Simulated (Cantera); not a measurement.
## Equilibrium for oxide etching and cleaning by halides: TiO₂ + HCl

Input: 1 mol TiO₂, 1.5 mol HCl, held at 1.33 mbar.

Method: chemical equilibrium by Gibbs-energy minimisation in Cantera with the NASA 1993 tables (ideal gas, pure condensed phases). Candidate condensed phases: H₂O, Ti, TiCl₂, TiCl₃, TiCl₄, TiO, TiO₂, Ti₂O₃, Ti₃O₅, Ti₄O₇; 23 gas species. Mutual solubility and eutectic melting of coexisting phases are not modelled. The tables' values for TiCl₂ are old estimates; treat these amounts as uncertain. Condensed phases not in the tables: Magnéli phases beyond Ti₄O₇. The numbers say what is thermodynamically allowed, not how fast it happens.

From 1673 K to 1823 K the condensed part is TiO₂(rutile). From 1848 K to 1923 K the condensed part is TiO₂(rutile) + Ti₄O₇(s). The main Ti-bearing gas is TiCl₃ throughout.

```csv
T (K),x HCl,x Cl,x H₂,x H₂O,n TiO₂(rutile),n Ti₄O₇(s)
1673,0.963,0.0226,0.0108,0.00202,0.998,0
1698,0.957,0.0263,0.0126,0.00216,0.998,0
1723,0.951,0.0305,0.0145,0.00231,0.998,0
1748,0.943,0.0352,0.0167,0.00247,0.998,0
1773,0.935,0.0404,0.0192,0.00264,0.998,0
1798,0.926,0.0463,0.0219,0.00282,0.998,0
1823,0.916,0.0527,0.0248,0.00300,0.997,0
1848,0.905,0.0604,0.0274,0.00363,0.991,0.00174
1873,0.892,0.0689,0.0300,0.00450,0.982,0.00395
1898,0.878,0.0782,0.0329,0.00557,0.973,0.00628
1923,0.863,0.0884,0.0359,0.00685,0.963,0.00884
```
x: gas mole fraction; n: condensed amount in mol.
